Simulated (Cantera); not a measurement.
A perfectly stirred reactor is fed with CH4 : H2 : N2 = 0.041 : 1 : 0.0021 (molar parts), at 9.00 Torr; it is held at 1200 K, and followed from long to short residence time.

Computed with Cantera and GRI-Mech 3.0 (53 species, 325 reactions). GRI-Mech 3.0 stops at C3 and has no aromatics, soot or wall deposition, so with more carbon than oxygen in the feed, carbon stays in small species such as C2H2 where larger ones or solid carbon would form. Radical loss at walls, strong at low pressure, is not modelled.

Problem. What does this change do: temperature 1200 to 2275 K?

Solution. 
| quantity | before | after |
|---|---|---|
| x(CH4) at τ = 2.10 s | 0.0393 | 0.000116 |
| x(H2) at τ = 2.10 s | 0.959 | 0.926 |
| x(HCN) at τ = 2.10 s | <1e-12 | 3.87e-5 |
| x(C2H) at τ = 2.10 s | <1e-12 | 4.48e-5 |
| x(C2H2) at τ = 2.10 s | 3.16e-11 | 0.0182 |
| x(CH4) at τ = 13.0 ms | 0.0393 | 0.0113 |
| x(H2) at τ = 13.0 ms | 0.959 | 0.957 |
| x(HCN) at τ = 13.0 ms | <1e-12 | 2.35e-7 |
| x(C2H) at τ = 13.0 ms | <1e-12 | 7.40e-6 |
| x(C2H2) at τ = 13.0 ms | <1e-12 | 0.0116 |
